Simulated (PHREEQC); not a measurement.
Na2HPO4 is added in steps, without added water, to 1 kg of water holding 7.4 mmol/kgw Cs2SO4, at 25 °C. Oxygen is held at 0.21 atm. CO2 from the air is kept out. Solids allowed: Mirabilite. Others were left out.

Base run: PHREEQC, ion-association model, wateq4f.dat. Each further column changes one thing. The table gives NaSO4- (mol/kgw).

| Na2HPO4 added (mol) | base | Debye-Hückel limiting law | all activity coefficients set to 1 | Davies equation for every ion |
|---|---|---|---|---|
| 0 | 0 | 0 | 0 | 0 |
| 0.0045 | 0.000161 | 0.000133 | 0.000306 | 0.000160 |
| 0.0105 | 0.000328 | [?] | 0.000672 | 0.000326 |
| 0.015 | 0.000432 | 0.000313 | [?] | 0.000430 |
| 0.0195 | 0.000523 | [?] | 0.00115 | 0.000522 |
| 0.0255 | 0.000630 | [?] | [?] | 0.000633 |
| 0.03 | 0.000703 | 0.000433 | 0.00161 | 0.000709 |

Question: What belongs in the gaps?

Answer: 
- 0.0105, Debye-Hückel limiting law: 0.000251
- 0.015, all activity coefficients set to 1: 0.000919
- 0.0195, Debye-Hückel limiting law: 0.000360
- 0.0255, Debye-Hückel limiting law: 0.000407
- 0.0255, all activity coefficients set to 1: 0.00142

H3PO4, which wateq4f.dat lacks, is added to it with the constant of phreeqc.dat.
